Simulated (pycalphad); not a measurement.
An equivalent pycalphad script:

```python
from pycalphad import Database, equilibrium, calculate, variables as v
import numpy as np
db = Database('COST507.tdb')
comps = ['AL', 'SI', 'MN', 'VA']
phases = ['AL11MN4', 'AL12MN', 'AL4MN', 'AL6MN', 'AL8MN5_D810', 'ALMNSI_ALPHA', 'ALMNSI_BETA', 'ALMNSI_DELTA', 'BCC_A2', 'CBCC_A12', 'CUB_A13', 'DIAMOND_A4', 'FCC_A1', 'HCP_A3', 'LIQUID', 'MN11SI19', 'MN3SI', 'MN5SI3', 'MN6SI', 'MN9SI2', 'MNSI']
eq = equilibrium(db, comps, phases, {v.X('SI'): 0.018, v.X('MN'): 0.0128, v.T: np.arange(1850, 499, -25), v.P: 101325, v.N: 1}, output=['HM', 'SM'])
```

Source of the numbers: pycalphad with the COST 507 light-alloy database (1999); pressure 1 atm. The data set is of 1999 and partly superseded. Amounts are mole fractions of atoms.

Results at three of the temperatures:

```
T = 1350.00 K, P = 101325 Pa, N = 1 mol of atoms
G = -72089 J/mol, H = 41659 J/mol, S = 84.26 J/(mol K)  (SER reference)
chemical potentials (J/mol): Al -70535, Si -96714, Mn -155091
phase             fraction      x(Al)      x(Si)      x(Mn)
LIQUID              1.0000     0.9692     0.0180     0.0128
```

```
T = 1275.00 K, P = 101325 Pa, N = 1 mol of atoms
G = -65837 J/mol, H = 39273 J/mol, S = 82.44 J/(mol K)  (SER reference)
chemical potentials (J/mol): Al -64347, Si -87851, Mn -147678
phase             fraction      x(Al)      x(Si)      x(Mn)
LIQUID              1.0000     0.9692     0.0180     0.0128
```

```
T = 825.00 K, P = 101325 Pa, N = 1 mol of atoms
G = -32769 J/mol, H = 13350 J/mol, S = 55.90 J/(mol K)  (SER reference)
chemical potentials (J/mol): Al -31628, Si -24129, Mn -131281
phase             fraction      x(Al)      x(Si)      x(Mn)
FCC_A1              0.9278     0.9901     0.0096   0.000269
ALMNSI_ALPHA        0.0722     0.7006     0.1255     0.1739
```

Changes of the phase set, refined by bisection:

| T (K) | phases above | phases below |
|---|---|---|
| 956.0 | LIQUID | ALMNSI_ALPHA + LIQUID |
| 922.5 | ALMNSI_ALPHA + LIQUID | ALMNSI_ALPHA + FCC_A1 + LIQUID |
| 875.0 | ALMNSI_ALPHA + FCC_A1 + LIQUID | ALMNSI_ALPHA + FCC_A1 |
| 796.8 | ALMNSI_ALPHA + FCC_A1 | ALMNSI_ALPHA + DIAMOND_A4 + FCC_A1 |

Database names, with the compositions (at.%) that they take in these runs: ALMNSI_ALPHA: Al 70-73 Mn 17 Si 9-13. FCC_A1 is fcc; DIAMOND_A4 is diamond (Si).
